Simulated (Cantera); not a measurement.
Input: 1 mol Si₃N₄, 0.004 mol O₂, 5.5 mol H₂, at 4.30 Pa.

Cantera equilibrium calculation (NASA polynomials, part measured and part estimated; ideal gas, pure solids and liquids). Candidate condensed phases: H₂O, Si, SiO₂, Si₂N₂O, Si₃N₄; 35 gas species. The tables' values for SiN are old estimates; treat these amounts as uncertain. Gases not in the tables: Si₂H₆ and higher silanes. The numbers say what is thermodynamically allowed, not how fast it happens. All values below are at 1923 K.

Base state: H₂ 0.451, Si 0.267, N₂ 0.182, H 0.0965, Si₂ 0.00154, SiH 0.000961, SiO 0.000727, SiN 0.000235 (mole fractions); condensed: gas only.

Task: What changes in the equilibrium state with this change: Si₃N₄ replaced by Si?

Result: 
```tsv
species	before	after
H₂	0.451	0.733
Si	0.267	0.142
H	0.0965	0.123
N₂	0.182	0
SiN	0.000235	0
Si₂N	0.000224	0
Si₃	0.000232	3.48e-5
Si₂	0.00154	0.000435
```
